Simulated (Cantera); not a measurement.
An isothermal, constant-pressure homogeneous reactor starts with NO : N2 = 1 : 0.71 (molar parts), at 2123 K and 100.0 Torr.

Model: GRI-Mech 3.0 (53 species, 325 reactions), integrated in Cantera.

Task: Predict: x(NO) at 3.00 s; x(NO2) at 3.00 s; x(N2) at 3.00 s; x(O2) at 3.00 s; x(N2O) at 3.00 s; x(O) at 3.00 s.

Result: 
| Quantity | Result |
|---|---|
| x(NO) at 3.00 s | 0.0274 (gas-phase equilibrium 0.0116) |
| x(NO2) at 3.00 s | 1.63e-5 (gas-phase equilibrium 7.01e-6) |
| x(N2) at 3.00 s | 0.693 (gas-phase equilibrium 0.701) |
| x(O2) at 3.00 s | 0.277 (gas-phase equilibrium 0.285) |
| x(N2O) at 3.00 s | 4.18e-7 (gas-phase equilibrium 2.23e-7) |
| x(O) at 3.00 s | 0.00237 (gas-phase equilibrium 0.00240) |
